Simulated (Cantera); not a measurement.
Cantera run:

```python
import numpy as np
import cantera as ct

gas_names = """
    H HNO HNO2 HNO3 HO2 H2 H2O H2O2 N NH NH2 NH3 NH2OH NO NO2 NO3 N2 N2H2 N2H4 N2O O OH O2 O3
""".split()
cond_names = """
    H2O(s) H2O(L)
""".split()


# ... load() reads the species with a 1 bar reference pressure and builds the phases ...
atoms = {
    'N2O': {'N': 2, 'O': 1},
    'H2': {'H': 2},
}
top_T = {}  # K; cautious upper limits of use, not melting points


# ... equilibrate(T, P, feed) seeds the gas with the atoms and calls Mixture.equilibrate('TP', solver="vcs", rtol=1e-11, max_steps=5000) ...
results = []
feed = {'N2O': 1, 'H2': 0.84}  # mol
P = 4100  # Pa
for T in [1225, 1325, 1425, 1525, 1625, 1725, 1825, 1925, 2025, 2125, 2225]:
    mix = equilibrate(T, P, feed)
    results.append((T, P, feed, dict(zip(mix.species_names, mix.species_moles))))

top = {s: max(r[3][s] / sum(r[3][g] for g in gas_names) for r in results) for s in gas_names}
cols = sorted((s for s in top if top[s] > 1e-05), key=lambda s: -top[s])[:7]
seen = [c for c in cond_names if any(r[3].get(c, 0) > 1e-12 for r in results)]
print("log10 of partial pressures in bar; condensed amounts in mol")
print(f"{'T/K':>10s}" + "".join(f"{s[:9]:>10s}" for s in cols + seen))
for T, P, feed, n in results:
    ng = sum(n[g] for g in gas_names)
    print(f"{T:10.4g}" + "".join(f"{np.log10(max(n[s] / ng * P / 1e5, 1e-99)):10.3f}" for s in cols)
          + "".join(f"{n.get(c, 0):10.4g}" for c in seen))
```

It prints:

```
log10 of partial pressures in bar; condensed amounts in mol
       T/K        N2       H2O        O2        OH        H2        NO         H
      1225    -1.671    -1.746    -2.768    -6.275    -8.037    -5.456   -10.525
      1325    -1.671    -1.746    -2.768    -5.751    -7.234    -5.162    -9.404
      1425    -1.671    -1.746    -2.769    -5.301    -6.543    -4.909    -8.438
      1525    -1.671    -1.746    -2.771    -4.910    -5.941    -4.690    -7.597
      1625    -1.671    -1.747    -2.773    -4.567    -5.413    -4.499    -6.858
      1725    -1.671    -1.747    -2.776    -4.265    -4.945    -4.330    -6.203
      1825    -1.672    -1.749    -2.780    -3.996    -4.528    -4.180    -5.620
      1925    -1.672    -1.751    -2.784    -3.757    -4.155    -4.046    -5.097
      2025    -1.674    -1.756    -2.787    -3.541    -3.821    -3.926    -4.626
      2125    -1.676    -1.764    -2.786    -3.348    -3.524    -3.816    -4.202
      2225    -1.679    -1.777    -2.779    -3.173    -3.263    -3.713    -3.820
```

Method: chemical equilibrium by Gibbs-energy minimisation in Cantera with the NASA 1993 tables (ideal gas, pure condensed phases).
